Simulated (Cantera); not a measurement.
Cantera run:

```python
import numpy as np
import cantera as ct

gas_names = [...]  # 113 gases of nasa_gas.yaml made of C, H, O, Ti
cond_names = """
    C(gr) C6H6(L) C7H8(L) C8H18(L),n-octa H2O(s) H2O(L) Ti(a) Ti(b) Ti(L) TiC(s) TiC(L) TiO(a) TiO(b)
    TiO(L) TiO2(ru) TiO2(L) Ti2O3(a) Ti2O3(b) Ti2O3(L) Ti3O5(a) Ti3O5(b) Ti3O5(L) Ti4O7(s) Ti4O7(L)
""".split()


# ... load() reads the species with a 1 bar reference pressure and builds the phases ...
atoms = {
    'Ti': {'Ti': 1},
    'CO2': {'C': 1, 'O': 2},
    'H2': {'H': 2},
}
top_T = {'C(gr)': 4500}  # K; cautious upper limits of use, not melting points


# ... equilibrate(T, P, feed) seeds the gas with the atoms and calls Mixture.equilibrate('TP', solver="vcs", rtol=1e-11, max_steps=5000) ...
results = []
feed = {'Ti': 1, 'CO2': 0.1, 'H2': 6.7}  # mol
P = 1333.22  # Pa
for T in [1023, 1073, 1123, 1173, 1223, 1273, 1323, 1373, 1423, 1473, 1523, 1573]:
    mix = equilibrate(T, P, feed)
    results.append((T, P, feed, dict(zip(mix.species_names, mix.species_moles))))

top = {s: max(r[3][s] / sum(r[3][g] for g in gas_names) for r in results) for s in gas_names}
cols = sorted((s for s in top if top[s] > 1e-05), key=lambda s: -top[s])[:6]
seen = [c for c in cond_names if any(r[3].get(c, 0) > 1e-12 for r in results)]
print("log10 of partial pressures in bar; condensed amounts in mol")
print(f"{'T/K':>10s}" + "".join(f"{s[:9]:>10s}" for s in cols + seen))
for T, P, feed, n in results:
    ng = sum(n[g] for g in gas_names)
    print(f"{T:10.4g}" + "".join(f"{np.log10(max(n[s] / ng * P / 1e5, 1e-99)):10.3f}" for s in cols)
          + "".join(f"{n.get(c, 0):10.4g}" for c in seen))
```

Output:

```
log10 of partial pressures in bar; condensed amounts in mol
       T/K        H2         H     Ti(a)     Ti(b)    TiC(s)    TiO(a)    TiO(b)
      1023    -1.875    -9.321       0.7         0       0.1       0.2         0
      1073    -1.875    -8.791       0.7         0       0.1       0.2         0
      1123    -1.875    -8.308       0.7         0       0.1       0.2         0
      1173    -1.875    -7.866         0       0.7       0.1       0.2         0
      1223    -1.875    -7.459         0       0.7       0.1       0.2         0
      1273    -1.875    -7.084         0       0.7       0.1         0       0.2
      1323    -1.875    -6.737         0       0.7       0.1         0       0.2
      1373    -1.875    -6.415         0       0.7       0.1         0       0.2
      1423    -1.875    -6.115         0       0.7       0.1         0       0.2
      1473    -1.875    -5.835         0       0.7       0.1         0       0.2
      1523    -1.875    -5.574         0       0.7       0.1         0       0.2
      1573    -1.875    -5.328         0       0.7       0.1         0       0.2
```

These are equilibrium values from Cantera (NASA tables, ideal gas, pure condensed phases), not measurements of a reactor. Mutual solubility and eutectic melting of coexisting phases are not modelled. TiC, TiO: taken at fixed stoichiometry. Condensed phases not in the tables: solid solutions among these carbides, nitrides and lower oxides, N, O or C dissolved in the metal.
